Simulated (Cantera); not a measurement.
Premixed flame

A freely propagating, adiabatic, planar premixed flame of 4.55 % CH4, 2.37 % C2H6, 0.305 % C3H8, 17.2 % O2, 75.6 % N2, unburnt at 423 K and 7200 Torr; mixture-averaged transport, grid criteria slope 0.08 and curve 0.16, no radiation.

Model: GRI-Mech 3.0 (53 species, 325 reactions), integrated in Cantera. Burning velocities carry a grid error of a few per cent, more on coarse grids.

```json
[
 {"z (mm)": "-0.263", "T (K)": "424", "u (m/s)": "0.243", "x CH4": "0.0454", "x C2H6": "0.0236", "x C3H8": "0.00305", "x O": "<1e-8", "x N2O": "<1e-8", "x NO2": "<1e-8"},
 {"z (mm)": "-0.176", "T (K)": "429", "u (m/s)": "0.247", "x CH4": "0.0452", "x C2H6": "0.0236", "x C3H8": "0.00304", "x O": "<1e-8", "x N2O": "<1e-8", "x NO2": "3.46e-8"},
 {"z (mm)": "-0.132", "T (K)": "452", "u (m/s)": "0.260", "x CH4": "0.0444", "x C2H6": "0.0234", "x C3H8": "0.00303", "x O": "<1e-8", "x N2O": "<1e-8", "x NO2": "1.95e-7"},
 {"z (mm)": "-0.0878", "T (K)": "575", "u (m/s)": "0.334", "x CH4": "0.0406", "x C2H6": "0.0222", "x C3H8": "0.00294", "x O": "<1e-8", "x N2O": "1.01e-8", "x NO2": "1.37e-6"},
 {"z (mm)": "-0.0439", "T (K)": "1056", "u (m/s)": "0.624", "x CH4": "0.0269", "x C2H6": "0.0139", "x C3H8": "0.00200", "x O": "1.92e-7", "x N2O": "7.44e-8", "x NO2": "4.33e-6"},
 {"z (mm)": "-0.0220", "T (K)": "1470", "u (m/s)": "0.879", "x CH4": "0.0148", "x C2H6": "0.00470", "x C3H8": "0.000617", "x O": "1.51e-5", "x N2O": "1.58e-7", "x NO2": "1.41e-6"},
 {"z (mm)": "0", "T (K)": "1850", "u (m/s)": "1.11", "x CH4": "0.00346", "x C2H6": "0.000145", "x C3H8": "5.38e-6", "x O": "0.000172", "x N2O": "2.55e-7", "x NO2": "7.53e-8"},
 {"z (mm)": "0.0220", "T (K)": "2014", "u (m/s)": "1.20", "x CH4": "0.000205", "x C2H6": "2.20e-7", "x C3H8": "<1e-8", "x O": "0.000435", "x N2O": "2.97e-7", "x NO2": "2.80e-8"},
 {"z (mm)": "0.0439", "T (K)": "2071", "u (m/s)": "1.23", "x CH4": "7.53e-6", "x C2H6": "<1e-8", "x C3H8": "<1e-8", "x O": "0.000420", "x N2O": "2.83e-7", "x NO2": "2.57e-8"},
 {"z (mm)": "0.0878", "T (K)": "2121", "u (m/s)": "1.26", "x CH4": "2.96e-8", "x C2H6": "<1e-8", "x C3H8": "<1e-8", "x O": "0.000222", "x N2O": "2.09e-7", "x NO2": "1.97e-8"},
 {"z (mm)": "0.176", "T (K)": "2154", "u (m/s)": "1.28", "x CH4": "<1e-8", "x C2H6": "<1e-8", "x C3H8": "<1e-8", "x O": "7.68e-5", "x N2O": "1.21e-7", "x NO2": "1.24e-8"},
 {"z (mm)": "0.351", "T (K)": "2170", "u (m/s)": "1.29", "x CH4": "<1e-8", "x C2H6": "<1e-8", "x C3H8": "<1e-8", "x O": "2.13e-5", "x N2O": "5.86e-8", "x NO2": "<1e-8"},
 {"z (mm)": "0.702", "T (K)": "2176", "u (m/s)": "1.29", "x CH4": "<1e-8", "x C2H6": "<1e-8", "x C3H8": "<1e-8", "x O": "6.99e-6", "x N2O": "2.95e-8", "x NO2": "<1e-8"}
]
```
x: mole fraction of selected species; z is measured from the peak of heat release.

```yaml
laminar_burning_velocity: 24.2 cm/s
thermal_thickness: 0.0878 mm
peak x(O): 0.000461
grid_points: 149
```
